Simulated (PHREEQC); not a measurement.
Consider water at 90 °C with 0.035 mol/kgw H2SO4 and 0.26 mol/kgw LiCl. Closed to the air; pH follows from the charge balance.

Computed with PHREEQC (ion-association model, phreeqc.dat).

**Question.** The ionic strength comes out as 0.306 mol/kgw. What activity coefficients do Li+, Cl-, LiSO4-, SO4-2, HSO4- get?

**Answer.** Li+ 0.70, Cl- 0.65, LiSO4- 0.68, SO4-2 0.21, HSO4- 0.70.

This is a speciation only: nothing precipitates in the calculation. Complexes and solids missing from the database can't appear. Constants without temperature data keep their 25 °C values here.
